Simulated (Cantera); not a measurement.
Feed: 1 mol CH4, 0.62 mol NH3, at 0.000150 bar.

These are equilibrium values from Cantera (NASA tables, ideal gas, pure condensed phases), not measurements of a reactor. Candidate condensed phases: C, C6H6, C7H8, C8H18; 92 gas species. Rates play no part.

Q: At 1598 K, list the 6 most abundant gas species with their mole fractions, and the condensed phases.

A: H2 0.900, N2 0.0952, H 0.00412, HCN 0.000592, C2H2 (acetylene) 2.42e-5, HNC 1.35e-5. Condensed: C(graphite).
